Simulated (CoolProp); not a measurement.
Values from CoolProp's reference Helmholtz-energy equation of state, Thol 2012.

Task: For benzene, give the phase and the Z, Joule-Thomson coefficient (K/MPa) at 346.85 °C and 2.18 MPa.

Result: 
- 346.85 °C and 2.18 MPa: gas; Z 0.884, Joule-Thomson coefficient 6.23
